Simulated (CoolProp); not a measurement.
Vapour-liquid equilibrium of n-hexane (1) + toluene (2) at 428.2 K; x and y are mole fractions of (1).

Model: multi-fluid Helmholtz-energy mixture model, Thol 2019 and Lemmon 2006; pair parameters Bell 2016, in CoolProp.

```
x      bubble pressure (MPa)  y at the bubble point  dew pressure at overall composition x (MPa)  liquid density (mol/L)
-----  ---------------------  ---------------------  -------------------------------------------  ----------------------
0.05                  0.3450                  0.140                                       0.3205                   7.826
0.125                 0.3957                  0.295                                       0.3406                   7.663
0.2                   0.4420                  0.410                                       0.3631                   7.502
0.275                 0.4849                  0.499                                       0.3884                   7.345
0.35                  0.5250                  0.574                                       0.4169                   7.190
0.425                 0.5631                  0.637                                       0.4490                   7.038
0.5                   0.5997                  0.694                                       0.4851                   6.889
0.575                 0.6352                  0.746                                       0.5257                   6.742
0.65                  0.6699                  0.794                                       0.5710                   6.598
0.725                 0.7043                  0.840                                       0.6207                   6.457
0.8                   0.7385                  0.884                                       0.6745                   6.318
0.875                 0.7728                  0.928                                       0.7314                   6.181
0.95                  0.8073                  0.971                                       0.7904                   6.047
```

No azeotrope shows between x = 0.05 and 0.95.

Pair parameters are fitted to limited data, so mixtures are less certain than the pure fluids.
